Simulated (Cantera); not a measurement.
A closed system holds: 1 mol Si2Cl6, 1.4 mol HCl, 630 mol H2, held at 4.30 mbar.

Method: chemical equilibrium by Gibbs-energy minimisation in Cantera with the NASA 1993 tables (ideal gas, pure condensed phases). Candidate condensed phases: Si; 19 gas species. The feed counts by its element totals alone. The tables' values for SiCl3 are old estimates; treat these amounts as uncertain. Kinetics and transport are ignored. All values below are at 602 °C.

Base state: H2 0.993, HCl 0.00468, SiCl4 0.00127, SiHCl3 0.000587, SiCl2 2.81e-5, SiH2Cl2 2.49e-5, SiCl3 2.48e-5 (mole fractions); condensed: Si(s).

**Question.** What changes in the equilibrium state with this change: Si2Cl6 replaced by Si3H8?

**Answer.** 
| species | before | after |
|---|---|---|
| H2 | 0.993 | 0.998 |
| HCl | 0.00468 | 0.00192 |
| SiHCl3 | 0.000587 | 4.02e-5 |
| SiCl4 | 0.00127 | 3.53e-5 |
| SiCl3 | 2.48e-5 | 1.69e-6 |
| SiCl2 | 2.81e-5 | 4.70e-6 |
| SiH2Cl2 | 2.49e-5 | 4.18e-6 |
| Si(s), mol | 0.778 | 2.95 |
